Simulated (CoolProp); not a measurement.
Properties of octamethyltrisiloxane (MDM) along the isobar 3.69 MPa (Tc = 565.4 K, pc = 1.438 MPa, ω = 0.528).

Model: reference Helmholtz-energy equation of state, Thol 2017, in CoolProp.

```tsv
T (K)	phase	density (kg/m³)	cp (kJ/(kg K))	cv (kJ/(kg K))	isothermal compressibility (1/MPa)	expansivity (1/kK)	fugacity coefficient
427.2	liquid	(withheld)	2.092	1.792	0.005431	1.620	0.03774
442	liquid	671.5	2.129	1.829	(withheld)	1.711	0.05301
456.7	liquid	654.3	2.165	1.864	0.007652	1.817	0.07193
471.5	liquid	636.4	2.203	1.900	0.009226	1.943	0.09501
486.3	liquid	617.7	2.241	1.934	0.01126	2.093	0.1223
501.1	liquid	598.0	2.280	1.968	0.01393	(withheld)	0.1536
515.9	liquid	577.3	2.320	2.002	0.01752	2.498	0.1890
530.7	liquid	555.3	2.363	2.034	0.02245	(withheld)	0.2280
545.4	liquid	531.7	2.408	2.066	0.02938	3.128	0.2698
560.2	liquid	(withheld)	2.457	2.098	0.03955	3.582	0.3143
575	supercritical	477.9	2.511	2.129	(withheld)	4.168	(withheld)
```

### Question
Fill in the missing entries.

### Answer

- 427.2, density (kg/m³): 688.2
- 442, isothermal compressibility (1/MPa): 0.006421
- 501.1, expansivity (1/kK): 2.275
- 530.7, expansivity (1/kK): 2.777
- 560.2, density (kg/m³): 506.0
- 575, isothermal compressibility (1/MPa): 0.05481
- 575, fugacity coefficient: 0.3606
